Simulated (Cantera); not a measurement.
A closed system holds: 1 mol SiH₄, 0.17 mol NH₃, at 823.15 K and 133 Pa.

These are equilibrium values from Cantera (NASA tables, ideal gas, pure condensed phases), not measurements of a reactor. Candidate condensed phases: Si, Si₃N₄; 18 gas species. Rates play no part.

Base state: H₂ 1.00 (mole fractions); condensed: Si(s) + Si₃N₄(s).

### Question
What changes in the equilibrium state with this change: NH₃ from 0.17 to 47 mol?

### Answer
| species | before | after |
|---|---|---|
| H₂ | 1.00 | 0.760 |
| N₂ | <1e-9 | 0.240 |
| Si(s), mol | 0.873 | 0 |
| Si₃N₄(s), mol | 0.0425 | 0.333 |
